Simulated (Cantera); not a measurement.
Input (Python, Cantera):

```python
import numpy as np
import cantera as ct

gas = ct.Solution("gri30.yaml")


def delay(T, t_max=10):
    gas.TPX = T, 550000, {'CO': 1, 'H2': 0.15, 'CH4': 0.27, 'O2': 0.697, 'N2': 2.62}
    reactor = ct.IdealGasConstPressureReactor(gas, clone=False)
    net = ct.ReactorNet([reactor])
    net.rtol, net.atol = 1e-8, 1e-16
    while net.time < t_max:
        t_old, T_old = net.time, reactor.T
        net.step()
        if reactor.T > T + 400:  # ignition: a rise of 400 K
            return t_old + (T + 400 - T_old) / (reactor.T - T_old) * (net.time - t_old)
    return np.nan


taus = []
for T in [1075, 1175, 1275, 1375, 1475, 1575, 1675]:
    taus.append(delay(T))
    print(f"T0 = {T:6g} K   tau = {taus[-1]:.4e} s")
```

Result:

```
T0 =   1075 K   tau = 1.7178e-03 s
T0 =   1175 K   tau = 6.6404e-04 s
T0 =   1275 K   tau = 3.0918e-04 s
T0 =   1375 K   tau = 1.4946e-04 s
T0 =   1475 K   tau = 7.5231e-05 s
T0 =   1575 K   tau = 4.0140e-05 s
T0 =   1675 K   tau = 2.2831e-05 s
```

Computed with Cantera and GRI-Mech 3.0 (53 species, 325 reactions).
